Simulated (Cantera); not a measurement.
Input (Python, Cantera):

```python
import numpy as np
import cantera as ct

gas = ct.Solution("h2o2.yaml")
gas.TPX = 1400, 2666, {'H2': 0.13, 'O2': 1}
reactor = ct.IdealGasConstPressureReactor(gas, energy="off", clone=False)
net = ct.ReactorNet([reactor])
net.rtol, net.atol = 1e-08, 1e-18
show = ['H2', 'O2', 'HO2', 'O', 'OH']
times = np.geomspace(7e-05, 20, 9)

steps = ct.SolutionArray(gas, extra=["t"])
rows = []
print(f"{'t/s':>10s}{'T/K':>9s}{'P/Pa':>11s}" + "".join(f"{s:>11s}" for s in show))
for t in times:
    while net.time < t:
        t_next = net.step()
        steps.append(gas.state, t=t_next)
    rows.append([np.interp(t, steps.t, y) for y in (steps.T, steps.P, *steps(*show).X.T)])
    print(f"{t:10.3e}{rows[-1][0]:9.1f}{rows[-1][1]:11.4g}" + "".join(f"{x:11.3e}" for x in rows[-1][2:]))
rate = np.gradient(steps.T, steps.t)
print("integrator steps:", len(steps.t))
if steps.T.max() > steps.T[0] + 200:
    print(f"time of steepest temperature rise: {steps.t[rate.argmax()]:.4e} s")
gas.TPX = 1400, 2666, {'H2': 0.13, 'O2': 1}
gas.equilibrate("TP")
print(f"equilibrium (TP): T = {gas.T:.1f} K  " + "  ".join(f"{s} {gas[s].X[0]:.3e}" for s in show))
```

It prints:

```
       t/s      T/K       P/Pa         H2         O2        HO2          O         OH
 7.000e-05   1400.0       2666  1.150e-01  8.850e-01  3.341e-07  8.989e-07  7.295e-07
 3.366e-04   1400.0       2666  5.643e-02  8.444e-01  6.208e-06  2.446e-02  1.427e-02
 1.618e-03   1400.0       2666  3.464e-03  8.090e-01  7.509e-06  5.934e-02  1.127e-02
 7.782e-03   1400.0       2666  1.953e-03  8.417e-01  6.834e-06  3.104e-02  8.618e-03
 3.742e-02   1400.0       2666  2.771e-04  8.723e-01  2.875e-06  4.172e-03  3.297e-03
 1.799e-01   1400.0       2666  1.737e-05  8.773e-01  3.754e-07  2.598e-04  8.307e-04
 8.651e-01   1400.0       2666  1.625e-06  8.778e-01  9.581e-08  2.441e-05  2.550e-04
 4.159e+00   1400.0       2666  3.956e-07  8.779e-01  1.146e-07  5.960e-06  1.260e-04
 2.000e+01   1400.0       2666  3.627e-07  8.779e-01  1.179e-07  5.466e-06  1.207e-04
integrator steps: 1802
equilibrium (TP): T = 1400.0 K  H2 3.627e-07  O2 8.779e-01  HO2 1.179e-07  O 5.466e-06  OH 1.207e-04
```

Cantera simulation using the H2/O2 subset of GRI-Mech 3.0, which has no nitrogen chemistry; the numbers are that mechanism's predictions, not measurements. Radical loss at walls, strong at low pressure, is not modelled. The temperature is held fixed by assumption; the heat of reaction is taken as removed at once.
